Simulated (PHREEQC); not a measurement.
**Buffer (model solution)**

Consider water at 25 °C with 1 mol HF, 0.0012 mol Na2B4O7 and 0.0012 mol LiCl per kg of water. Closed to the air; pH follows from the charge balance.

The numbers come from PHREEQC with the ion-association model, wateq4f.dat.

Each row changes one thing in this solution. This is a speciation only: nothing precipitates in the calculation.

| case | pH | ionic strength (mol/kgw) | HF (mol/kgw) | H2F2 (mol/kgw) | HF2- (mol/kgw) | F- (mol/kgw) |
|---|---|---|---|---|---|---|
| as made | 1.61 | 0.0316 | 0.339 | 0.301 | 0.0145 | 0.0111 |
| LiCl replaced by LiBr at the same molality | 1.61 | 0.0316 | 0.339 | 0.301 | 0.0145 | 0.0111 |
| LiCl left out | 1.61 | 0.0303 | 0.339 | 0.301 | 0.0145 | 0.0111 |
| diluted 5-fold with water | 1.97 | 0.0126 | 0.114 | 0.0338 | 0.00347 | 0.00794 |
| diluted 2-fold with water | 1.77 | 0.0211 | 0.217 | 0.123 | 0.00824 | 0.00984 |
| LiCl from 0.0012 to 0.0018 mol/kgw | 1.61 | 0.0322 | 0.339 | 0.301 | 0.0145 | 0.0111 |

wateq4f.dat counts part of the HF as a dimer, H2F2, which phreeqc.dat doesn't know; its constant is uncertain. Real BF4- forms and hydrolyses slowly; the run takes it at equilibrium.
